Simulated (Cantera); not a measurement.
**Metals in furnace atmospheres: Pb + H2S + N2**

Feed: 1 mol Pb, a varied amount of H2S, 8.4 mol N2, at 1598 K and 1.40 mbar.

Equilibrium computed with Cantera from the NASA thermochemical tables; the gas is ideal and each condensed phase is pure. Candidate condensed phases: Pb, PbS, S; 18 gas species. Kinetics and transport are ignored.

```
n(H2S) (mol)   x N2    x Pb    x H2   x PbS      x S2     x H2S
------------  -----  ------  ------  ------  --------  --------
0.14          0.880  0.0920  0.0145  0.0127  0.000866   3.71e-5
0.17          0.876  0.0894  0.0175  0.0149   0.00126   5.43e-5
0.2           0.873  0.0870  0.0205  0.0170   0.00173   7.44e-5
0.24          0.869  0.0840  0.0245  0.0195   0.00245  0.000106
0.28          0.865  0.0812  0.0284  0.0218   0.00326  0.000141
0.34          0.858  0.0774  0.0342  0.0247   0.00464  0.000203
0.4           0.851  0.0740  0.0399  0.0273   0.00617  0.000273
0.48          0.842  0.0701  0.0474  0.0302   0.00841  0.000378
0.57          0.832  0.0663  0.0555  0.0328    0.0111  0.000510
0.68          0.820  0.0623  0.0652  0.0354    0.0146  0.000686
0.82          0.805  0.0580  0.0770  0.0378    0.0193  0.000930
0.97          0.789  0.0542  0.0892  0.0397    0.0243   0.00121
```
x: gas mole fraction; nothing condenses.

From 0.14 mol H2S to 0.97 mol H2S nothing is condensed. The main Pb-bearing gas is Pb throughout.
